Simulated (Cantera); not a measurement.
A freely propagating, adiabatic, planar premixed flame of C2H4 : O2 : N2 : H2O = 1 : 2 : 7.52 : 1.4 (molar parts), unburnt at 350 K and 24000 Pa; mixture-averaged transport, grid criteria slope 0.08 and curve 0.16, no radiation.

Cantera simulation using GRI-Mech 3.0 (53 species, 325 reactions); the numbers are that mechanism's predictions, not measurements. GRI-Mech 3.0 was tuned for natural gas; its chemistry of ethylene as a main component is partial and can be far from experiment. Burning velocities carry a grid error of a few per cent, more on coarse grids.

x: mole fraction of selected species; z is measured from the peak of heat release.

```tsv
z (mm)	T (K)	u (m/s)	x C2H4	x O2	x H2O	x CH2	x NO2	x CH3
-3.69	350	0.798	0.0838	0.168	0.117	<1e-8	<1e-8	<1e-8
-2.46	350	0.800	0.0837	0.167	0.117	<1e-8	<1e-8	<1e-8
-1.84	352	0.805	0.0835	0.167	0.117	<1e-8	<1e-8	<1e-8
-1.23	370	0.854	0.0826	0.165	0.117	<1e-8	1.03e-8	8.81e-8
-0.615	654	1.55	0.0716	0.142	0.133	1.43e-7	1.03e-7	6.91e-5
-0.307	1038	2.51	0.0504	0.107	0.156	5.30e-6	3.17e-8	0.000698
0	1406	3.47	0.0237	0.0663	0.179	3.25e-5	<1e-8	0.00148
0.307	1654	4.14	[?]	[?]	0.195	[?]	<1e-8	0.00143
0.615	1795	4.52	0.000998	0.0177	0.202	7.06e-5	<1e-8	0.000807
1.23	1896	4.76	9.60e-6	0.00405	0.203	1.52e-5	<1e-8	0.000135
2.46	1925	4.81	<1e-8	0.000685	0.197	4.52e-7	<1e-8	3.78e-6
4.92	1936	4.83	<1e-8	0.000432	0.194	<1e-8	<1e-8	1.36e-8
9.84	1947	4.85	<1e-8	0.000339	0.194	<1e-8	<1e-8	<1e-8
```

**Question.** What belongs in the gaps?

**Answer.** 
- 0.307, x C2H4: 0.00641
- 0.307, x O2: 0.0358
- 0.307, x CH2: 7.70e-5
